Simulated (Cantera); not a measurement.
Cantera with NASA thermochemical tables; ideal gases at 1 bar, condensed phases pure. Values are per mole of reaction as written; species without (g) are pure solids or liquids, kept so even where they would boil at 1 bar.

Between 300 and 2173 K, where is each reaction favourable under standard conditions?
- CaS + O₃(g) → SO₃(g) + Ca(g)
- 2 O₃(g) + 6 CaS → 6 CaO + 3 S₂(g)


- CaS + O₃(g) → SO₃(g) + Ca(g): ΔG° is 79 kJ at 300 K and -104 kJ at 2173 K; it changes sign between 973 and 1173 K. ΔH° is 83 kJ and ΔS° 86 J/K at 2173 K.
- 2 O₃(g) + 6 CaS → 6 CaO + 3 S₂(g): ΔG° is -899 kJ at 300 K and -1075 kJ at 2173 K; it stays negative (K > 1). ΔH° is -876 kJ and ΔS° 91 J/K at 2173 K.
